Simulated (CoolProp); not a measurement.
Vapour-liquid equilibrium of diethyl ether (1) + methanol (2) at 415 K; x and y are mole fractions of (1).

Computed with CoolProp (multi-fluid Helmholtz-energy mixture model, Thol 2014 and de Reuck 1993; pair parameters Bell 2016).

**Question.** Give the bubble pressure and the first vapour's composition at x = 0.2, 0.5, 0.8. Is there an azeotrope?

**Answer.** x = 0.2: 1.435 MPa, y = 0.312; x = 0.5: 1.635 MPa, y = 0.552; x = 0.8: 1.652 MPa, y = 0.780. y crosses x between x = 0.65 and 0.8: the model has an azeotrope there.

The pair parameters rest on a limited set of measurements; away from them the model extrapolates.
